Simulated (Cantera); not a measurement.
What does this Cantera script print?

```python
import numpy as np
import cantera as ct

gas_names = """
    C CN CO CO2 C2 CCN CNC C2N2 C2O C3 C3O2 C4 C4N2 C5 N NCO NO NO2 NO3 N2 N2O O O2 O3 Si SiC SiC2 SiN
    SiO SiO2 Si2 Si2C Si2N Si3
""".split()
cond_names = """
    C(gr) Si(cr) Si(L) SiC(b) SiO2(Lqz) SiO2(hqz) SiO2(L) Si2N2O(s) Si3N4(a)
""".split()


# ... load() reads the species with a 1 bar reference pressure and builds the phases ...
atoms = {
    'SiC': {'Si': 1, 'C': 1},
    'N2O': {'N': 2, 'O': 1},
    'N2': {'N': 2},
}
top_T = {'C(gr)': 4500, 'SiC(b)': 3050, 'Si2N2O(s)': 2100, 'Si3N4(a)': 2400}  # K; cautious upper limits of use, not melting points


# ... equilibrate(T, P, feed) seeds the gas with the atoms and calls Mixture.equilibrate('TP', solver="vcs", rtol=1e-11, max_steps=5000) ...
results = []
feed = {'SiC': 1, 'N2O': 0.3, 'N2': 340}  # mol
P = 10000  # Pa
for T in [1323, 1373, 1423, 1473, 1523, 1573, 1623, 1673, 1723, 1773, 1823, 1873, 1923]:
    mix = equilibrate(T, P, feed)
    results.append((T, P, feed, dict(zip(mix.species_names, mix.species_moles))))

top = {s: max(r[3][s] / sum(r[3][g] for g in gas_names) for r in results) for s in gas_names}
cols = sorted((s for s in top if top[s] > 1e-05), key=lambda s: -top[s])[:7]
seen = [c for c in cond_names if any(r[3].get(c, 0) > 1e-12 for r in results)]
print("log10 of partial pressures in bar; condensed amounts in mol")
print(f"{'T/K':>10s}" + "".join(f"{s[:9]:>10s}" for s in cols + seen))
for T, P, feed, n in results:
    ng = sum(n[g] for g in gas_names)
    print(f"{T:10.4g}" + "".join(f"{np.log10(max(n[s] / ng * P / 1e5, 1e-99)):10.3f}" for s in cols)
          + "".join(f"{n.get(c, 0):10.4g}" for c in seen))
```

It prints:

```
log10 of partial pressures in bar; condensed amounts in mol
       T/K        N2        CO       SiO        Si     C(gr)    SiC(b) Si2N2O(s)  Si3N4(a)
      1323    -1.000    -5.910    -9.869   -13.415    0.9958         0    0.2958    0.1361
      1373    -1.000    -5.438    -9.035   -12.420    0.9876         0    0.2876    0.1416
      1423    -1.000    -5.001    -8.260   -11.495    0.9661         0    0.2661     0.156
      1473    -1.000    -4.593    -7.539   -10.634    0.9132         0    0.2132    0.1912
      1523    -1.000    -4.225    -6.867    -9.831         0    0.7971   0.09662  0.003075
      1573    -1.000    -4.058    -6.240    -9.079         0     0.702         0   0.09869
      1623    -1.000    -4.063    -5.814    -8.375         0    0.7052         0   0.09651
      1673    -1.000    -4.074    -5.421    -7.714         0    0.7129         0   0.09137
      1723    -1.000    -4.099    -5.067    -7.091         0    0.7292         0   0.08042
      1773    -1.000    -4.150    -4.760    -6.504         0    0.7591         0   0.06013
      1823    -1.000    -4.241    -4.513    -5.951         0    0.8043         0   0.02881
      1873    -1.000    -4.336    -4.378    -5.471         0    0.8425         0         0
      1923    -1.000    -4.315    -4.402    -5.148         0    0.8344         0         0
```

These are equilibrium values from Cantera (NASA tables, ideal gas, pure condensed phases), not measurements of a reactor. Mutual solubility and eutectic melting of coexisting phases are not modelled.
